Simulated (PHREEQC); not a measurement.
## Leach liquor: an equilibrium model

Dissolve 0.16 mol H2SO4, 0.0019 mol Al2(SO4)3 and 0.0043 mol NiSO4 per kg of water at 71 °C. Closed to the air; pH follows from the charge balance.

The numbers come from PHREEQC with the ion-association model, wateq4f.dat.

| Quantity | Result |
|---|---|
| pH | 0.89 |
| ionic strength | 0.194 mol/kgw |
| activity of water | 0.994 |
| total alkalinity | -320 meq/kg |

| species | molality | activity | log γ |
|---|---|---|---|
| H+ | 0.164 | 0.129 | -0.106 |
| HSO4- | 0.156 | 0.111 | -0.148 |
| SO4-2 | 0.0104 | 0.00279 | -0.574 |
| Ni+2 | 0.00357 | 0.000997 | -0.554 |
| AlSO4+ | 0.00239 | 0.00170 | -0.148 |
| Al+3 | 0.00103 | 0.000115 | -0.950 |
| NiSO4 | 0.000730 | 0.000763 | 0.019 |
| Al(SO4)2- | 0.000253 | 0.000180 | -0.148 |
| AlHSO4+2 | 0.000132 | 3.68e-5 | -0.554 |
| AlOH+2 | 4.79e-7 | 1.36e-7 | -0.548 |
| Ni(SO4)2-2 | 2.90e-7 | 8.11e-8 | -0.554 |

This is a speciation only: nothing precipitates in the calculation. Complexes and solids missing from the database can't appear. At this temperature some constants are extrapolated from 25 °C, and those without enthalpy data are left unchanged.
